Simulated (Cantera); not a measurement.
Input (Python, Cantera):

```python
import numpy as np
import cantera as ct

gas = ct.Solution("gri30.yaml")
gas.TPX = 1575, 690000, {'CH4': 1, 'O2': 1.33, 'N2': 5.01, 'C2H6': 0.077}
reactor = ct.IdealGasConstPressureReactor(gas, energy="on", clone=False)
net = ct.ReactorNet([reactor])
net.rtol, net.atol = 1e-08, 1e-16
show = ['CH4', 'O2', 'CH2', 'CH2CO', 'CO']
times = np.geomspace(4e-06, 4, 11)

steps = ct.SolutionArray(gas, extra=["t"])
rows = []
print(f"{'t/s':>10s}{'T/K':>9s}{'P/Pa':>11s}" + "".join(f"{s:>11s}" for s in show))
for t in times:
    while net.time < t:
        t_next = net.step()
        steps.append(gas.state, t=t_next)
    rows.append([np.interp(t, steps.t, y) for y in (steps.T, steps.P, *steps(*show).X.T)])
    print(f"{t:10.3e}{rows[-1][0]:9.1f}{rows[-1][1]:11.4g}" + "".join(f"{x:11.3e}" for x in rows[-1][2:]))
rate = np.gradient(steps.T, steps.t)
print("integrator steps:", len(steps.t))
if steps.T.max() > steps.T[0] + 200:
    print(f"time of steepest temperature rise: {steps.t[rate.argmax()]:.4e} s")
gas.TPX = 1575, 690000, {'CH4': 1, 'O2': 1.33, 'N2': 5.01, 'C2H6': 0.077}
gas.equilibrate("HP")
print(f"equilibrium (HP): T = {gas.T:.1f} K  " + "  ".join(f"{s} {gas[s].X[0]:.3e}" for s in show))
```

It prints:

```
       t/s      T/K       P/Pa        CH4         O2        CH2      CH2CO         CO
 4.000e-06   1573.7    6.9e+05  1.347e-01  1.792e-01  5.540e-09  4.331e-08  1.897e-06
 1.592e-05   1579.2    6.9e+05  1.325e-01  1.775e-01  3.074e-08  9.114e-06  1.994e-04
 6.340e-05   2746.0    6.9e+05  4.535e-05  1.848e-04  1.066e-05  2.891e-06  1.136e-01
 2.524e-04   2761.2    6.9e+05  5.324e-11  1.017e-04  1.126e-11  2.561e-13  1.133e-01
 1.005e-03   2759.9    6.9e+05  5.406e-11  1.003e-04  1.133e-11  2.593e-13  1.133e-01
 4.000e-03   2759.7    6.9e+05  5.417e-11  1.001e-04  1.134e-11  2.598e-13  1.133e-01
 1.592e-02   2759.7    6.9e+05  5.417e-11  1.001e-04  1.134e-11  2.598e-13  1.133e-01
 6.340e-02   2759.7    6.9e+05  5.417e-11  1.001e-04  1.134e-11  2.598e-13  1.133e-01
 2.524e-01   2759.7    6.9e+05  5.417e-11  1.001e-04  1.134e-11  2.598e-13  1.133e-01
 1.005e+00   2759.7    6.9e+05  5.417e-11  1.001e-04  1.134e-11  2.598e-13  1.133e-01
 4.000e+00   2759.7    6.9e+05  5.417e-11  1.001e-04  1.134e-11  2.598e-13  1.133e-01
integrator steps: 1738
time of steepest temperature rise: 5.9932e-05 s
equilibrium (HP): T = 2759.7 K  CH4 6.121e-11  O2 1.001e-04  CH2 1.230e-11  CH2CO 2.837e-13  CO 1.133e-01
```

Model: GRI-Mech 3.0 (53 species, 325 reactions), integrated in Cantera.
